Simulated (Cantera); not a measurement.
Input: 1 mol Al(CH3)3, a varied amount of N2, held at 427 °C and 42.0 Pa.

Cantera equilibrium calculation (NASA polynomials, part measured and part estimated; ideal gas, pure solids and liquids). Candidate condensed phases: Al, AlN, C, C6H6, C7H8, C8H18; 97 gas species. The feed counts by its element totals alone. Equilibrium is a limit: real reactors are often held back by kinetics, nucleation or transport.

x: gas mole fraction; n: condensed amount in mol.

```tsv
n(N2) (mol)	x N2	x H2	x CH4	x NH3	n AlN(s)	n C(graphite)
2.5	0.308	0.690	0.00170	1.25e-6	1.00	2.99
4.4	[?]	[?]	[?]	[?]	1.00	2.99
7.9	0.622	0.377	0.000509	7.19e-7	1.00	2.99
14	[?]	[?]	[?]	[?]	1.00	3.00
25	0.845	0.155	8.58e-5	2.21e-7	1.00	3.00
44	0.906	0.0937	3.14e-5	1.07e-7	1.00	3.00
79	0.946	0.0542	1.05e-5	4.83e-8	1.00	3.00
```

Task: Fill in the missing entries.

Result: 
- 4.4, x N2: 0.465
- 4.4, x H2: 0.534
- 4.4, x CH4: 0.00102
- 4.4, x NH3: 1.05e-6
- 14, x N2: 0.750
- 14, x H2: 0.250
- 14, x CH4: 0.000223
- 14, x NH3: 4.25e-7
